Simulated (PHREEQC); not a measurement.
Consider water at 20 °C with 0.0065 mol CuCl2, 0.061 mol HCl and 0.059 mol H3BO3 per kg of water. Closed to the air; pH follows from the charge balance.

Model: ion-association model, wateq4f.dat, run in PHREEQC.

```json
{
 "pH": "1.29",
 "ionic_strength": "0.0797 mol/kgw",
 "total_alkalinity": "-61.0 meq/kg"
}
```

```tsv
species	molality	activity	log γ
Cl-	0.0736	0.0576	-0.107
H+	0.0610	0.0510	-0.078
H3BO3	0.0590	0.0601	0.008
Cu+2	0.00609	0.00261	-0.367
CuCl+	0.000401	0.000316	-0.104
CuCl2	9.07e-6	9.24e-6	0.008
CuCl3-	2.19e-9	1.72e-9	-0.104
```

This is a speciation only: nothing precipitates in the calculation.
